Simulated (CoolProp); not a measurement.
Values from CoolProp's reference Helmholtz-energy equation of state, Setzmann 1991.

**Question.** For methane, give the phase and the Joule-Thomson coefficient (K/MPa), expansivity (1/kK), viscosity (µPa s) at 180 K and 14.4 MPa.

**Answer.** 
- 180 K and 14.4 MPa: liquid; Joule-Thomson coefficient -0.0134, expansivity 5.46, viscosity 46.6

Viscosity comes from a separate model (Quiñones-Cisneros 2006).
